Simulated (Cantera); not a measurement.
Equilibrium for nitride etching: BN + H2O + H2

Feed: 1 mol BN, 0.2 mol H2O, 50 mol H2, held at 92.0 mbar.

Equilibrium computed with Cantera from the NASA thermochemical tables; the gas is ideal and each condensed phase is pure. Candidate condensed phases: B, BN, B2O3, B3O3H3, H2O; 39 gas species. Mutual solubility and eutectic melting of coexisting phases are not modelled. Equilibrium is a limit: real reactors are often held back by kinetics, nucleation or transport.

From 1127 °C to 1177 °C the condensed part is BN(s) + B2O3(l). From 1202 °C to 1452 °C the condensed part is BN(s). The main B-bearing gas is HBO2 at 1127 °C and HBO at 1452 °C. The share of B in condensed phases is highest at 1127 °C (94.4 %) and lowest at 1452 °C (80.5 %).

```json
[
 {"T (°C)": "1127", "x H2": "0.997", "x HBO": "0.000439", "x N2": "0.00117", "x HBO2": "0.000606", "x H": "1.60e-5", "n BN(s)": "0.882", "n B2O3(l)": "0.0310"},
 {"T (°C)": "1152", "x H2": "0.997", "x HBO": "0.000675", "x N2": "0.00118", "x HBO2": "0.000776", "x H": "2.25e-5", "n BN(s)": "0.881", "n B2O3(l)": "0.0201"},
 {"T (°C)": "1177", "x H2": "0.996", "x HBO": "0.00102", "x N2": "0.00121", "x HBO2": "0.000987", "x H": "3.11e-5", "n BN(s)": "0.878", "n B2O3(l)": "0.00527"},
 {"T (°C)": "1202", "x H2": "0.996", "x HBO": "0.00134", "x N2": "0.00128", "x HBO2": "0.000978", "x H": "4.27e-5", "n BN(s)": "0.871", "n B2O3(l)": "0"},
 {"T (°C)": "1227", "x H2": "0.996", "x HBO": "0.00163", "x N2": "0.00137", "x HBO2": "0.000858", "x H": "5.79e-5", "n BN(s)": "0.862", "n B2O3(l)": "0"},
 {"T (°C)": "1252", "x H2": "0.995", "x HBO": "0.00194", "x N2": "0.00146", "x HBO2": "0.000732", "x H": "7.78e-5", "n BN(s)": "0.853", "n B2O3(l)": "0"},
 {"T (°C)": "1277", "x H2": "0.995", "x HBO": "0.00225", "x N2": "0.00155", "x HBO2": "0.000604", "x H": "0.000104", "n BN(s)": "0.844", "n B2O3(l)": "0"},
 {"T (°C)": "1302", "x H2": "0.995", "x HBO": "0.00255", "x N2": "0.00163", "x HBO2": "0.000483", "x H": "0.000137", "n BN(s)": "0.836", "n B2O3(l)": "0"},
 {"T (°C)": "1327", "x H2": "0.995", "x HBO": "0.00283", "x N2": "0.00171", "x HBO2": "0.000373", "x H": "0.000179", "n BN(s)": "0.828", "n B2O3(l)": "0"},
 {"T (°C)": "1352", "x H2": "0.994", "x HBO": "0.00307", "x N2": "0.00178", "x HBO2": "0.000279", "x H": "0.000232", "n BN(s)": "0.821", "n B2O3(l)": "0"},
 {"T (°C)": "1377", "x H2": "0.994", "x HBO": "0.00327", "x N2": "0.00183", "x HBO2": "0.000203", "x H": "0.000299", "n BN(s)": "0.815", "n B2O3(l)": "0"},
 {"T (°C)": "1402", "x H2": "0.994", "x HBO": "0.00342", "x N2": "0.00187", "x HBO2": "0.000144", "x H": "0.000382", "n BN(s)": "0.811", "n B2O3(l)": "0"},
 {"T (°C)": "1427", "x H2": "0.994", "x HBO": "0.00353", "x N2": "0.00191", "x HBO2": "0.000100", "x H": "0.000484", "n BN(s)": "0.808", "n B2O3(l)": "0"},
 {"T (°C)": "1452", "x H2": "0.994", "x HBO": "0.00361", "x N2": "0.00193", "x HBO2": "6.95e-5", "x H": "0.000610", "n BN(s)": "0.805", "n B2O3(l)": "0"}
]
```
x: gas mole fraction; n: condensed amount in mol.
